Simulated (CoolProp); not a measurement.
Carbon monoxide along the isotherm 79.4 K: density (kg/m³) from the reference equation and from simpler models built on Tc = 132.9 K, pc = 34.98 bar, ω = 0.050; each cubic takes its own stable root.

The numbers come from the reference Helmholtz-energy equation of state, Lemmon 2006 in CoolProp. It is a short technical equation, of lower accuracy than the large ones.

| p (bar) | phase | reference |
|---|---|---|
| 14.6 | liquid | 806.1 |
| 29.2 | liquid | 809.3 |
| 43.7 | liquid | 812.4 |
| 58.3 | liquid | 815.5 |
| 72.9 | liquid | 818.4 |
| 87.5 | liquid | 821.2 |
| 102 | liquid | 824.0 |
| 117 | liquid | 826.8 |
| 131 | liquid | 829.3 |
| 146 | liquid | 831.9 |
| 160 | liquid | 834.3 |
| 175 | liquid | 836.8 |

Q: How far does each simpler model (van der Waals, Redlich-Kwong) lie from the reference over these 12 states: mean and median of the absolute difference, and the worst?

A: 
- van der Waals: mean 30.2 %, median 30.1 %, worst -31.5 % at 79.4 K and 14.6 bar
- Redlich-Kwong: mean 0.8 %, median 0.8 %, worst +0.9 % at 79.4 K and 175 bar
